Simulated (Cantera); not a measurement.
An isothermal, constant-pressure homogeneous reactor starts with NO : N2 = 1 : 8.8 (molar parts), at 1773 K and 0.0140 bar.

Model: GRI-Mech 3.0 (53 species, 325 reactions), integrated in Cantera. Radical loss at walls, strong at low pressure, is not modelled.

Question: Predict: x(NO) at 60.0 s; x(O) at 60.0 s; x(O2) at 60.0 s; x(N2) at 60.0 s; x(NO2) at 60.0 s; x(N2O) at 60.0 s.

Answer: 
| Quantity | Value |
|---|---|
| x(NO) at 60.0 s | 0.0959 (gas-phase equilibrium 0.00203) |
| x(O) at 60.0 s | 5.54e-5 (gas-phase equilibrium 0.000178) |
| x(O2) at 60.0 s | 0.00303 (gas-phase equilibrium 0.0499) |
| x(N2) at 60.0 s | 0.901 (gas-phase equilibrium 0.948) |
| x(NO2) at 60.0 s | 3.83e-6 (gas-phase equilibrium 3.11e-7) |
| x(N2O) at 60.0 s | 3.40e-6 (gas-phase equilibrium 1.52e-8) |
